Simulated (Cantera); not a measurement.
Input: 1 mol Si₂Cl₆, 0.062 mol HCl, 36 mol H₂, held at 1650 K and 10000 Pa.

These are equilibrium values from Cantera (NASA tables, ideal gas, pure condensed phases), not measurements of a reactor. Candidate condensed phases: Si; 19 gas species. The feed counts by its element totals alone. The tables' values for SiCl₃, SiCl are old estimates; treat these amounts as uncertain. Kinetics and transport are ignored.

Base state: H₂ 0.878, HCl 0.0884, SiCl₂ 0.0316, SiCl₃ 0.000980, H 0.000269, SiHCl₃ 0.000111, SiCl₄ 6.67e-5, SiH₂Cl₂ 3.17e-5 (mole fractions); condensed: Si(s).

**Question.** What changes in the equilibrium state with this change: H₂ from 36 to 250 mol?

**Answer.** 
| species | before | after |
|---|---|---|
| H₂ | 0.878 | 0.977 |
| HCl | 0.0884 | 0.0208 |
| SiCl₂ | 0.0316 | 0.00157 |
| SiCl₄ | 6.67e-5 | 1.64e-7 |
| SiCl₃ | 0.000980 | 1.08e-5 |
| SiHCl₃ | 0.000111 | 1.30e-6 |
| SiH₂Cl₂ | 3.17e-5 | 1.75e-6 |
| Si(s), mol | 0.718 | 1.59 |
The tables' values for SiCl₃ are old estimates; treat these amounts as uncertain.
